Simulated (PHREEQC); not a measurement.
**Buffer: an equilibrium model**

Solution (25 °C): 8.7 mmol/kgw KHCO3 and 0.93 mmol/kgw K2HPO4. Closed to the air; pH follows from the charge balance.

The numbers come from PHREEQC with the ion-association model, phreeqc.dat.

Precipitation was switched off in this run.

Question: What pH, specific conductance, ionic strength does the model give?

Answer: pH 8.34; specific conductance 1160 µS/cm; ionic strength 0.0115 mol/kgw.

Question: In which forms is P present?

Answer: HPO4-2 94 %, H2PO4- 5.0 %, KHPO4- 1.2 % of the P.
